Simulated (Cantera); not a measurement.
Feed: 1 mol CH₃OH, a varied amount of H₂O, 8.8 mol N₂, at 2823.15 K and 0.00133 bar.

Method: chemical equilibrium by Gibbs-energy minimisation in Cantera with the NASA 1993 tables (ideal gas, pure condensed phases). Candidate condensed phases: C, C₆H₆, C₇H₈, C₈H₁₈, H₂O; 136 gas species. Kinetics and transport are ignored.

x: gas mole fraction; nothing condenses.

| n(H₂O) (mol) | x N₂ | x H | x O | x CO | x H₂ | x OH |
|---|---|---|---|---|---|---|
| 0.65 | 0.570 | 0.308 | 0.0358 | 0.0646 | 0.0160 | 0.00298 |
| 0.78 | 0.557 | 0.314 | 0.0418 | 0.0631 | 0.0167 | 0.00355 |
| 0.93 | 0.543 | 0.321 | [?] | 0.0614 | 0.0175 | [?] |
| 1.1 | 0.528 | 0.329 | 0.0552 | 0.0597 | 0.0184 | 0.00491 |
| 1.3 | 0.511 | 0.338 | [?] | 0.0577 | 0.0193 | [?] |
| 1.6 | 0.488 | 0.349 | 0.0731 | 0.0551 | 0.0207 | 0.00691 |
| 1.9 | 0.467 | 0.360 | 0.0825 | 0.0527 | 0.0219 | 0.00803 |
| 2.3 | 0.441 | 0.373 | 0.0936 | 0.0498 | 0.0235 | 0.00943 |
| 2.8 | 0.414 | 0.387 | 0.106 | 0.0466 | 0.0253 | 0.0110 |
| 3.4 | 0.384 | 0.401 | 0.118 | 0.0432 | 0.0272 | 0.0128 |
| 4 | 0.359 | 0.413 | 0.129 | 0.0404 | 0.0290 | 0.0144 |
| 4.9 | 0.327 | 0.429 | 0.142 | 0.0367 | 0.0312 | 0.0165 |
| 5.8 | 0.300 | 0.442 | 0.153 | 0.0337 | 0.0331 | 0.0183 |

**Question.** Complete the blanks.

**Answer.** 
- 1.3, x O: 0.0628
- 1.3, x OH: 0.00573
- 0.93, x O: 0.0483
- 0.93, x OH: 0.00420
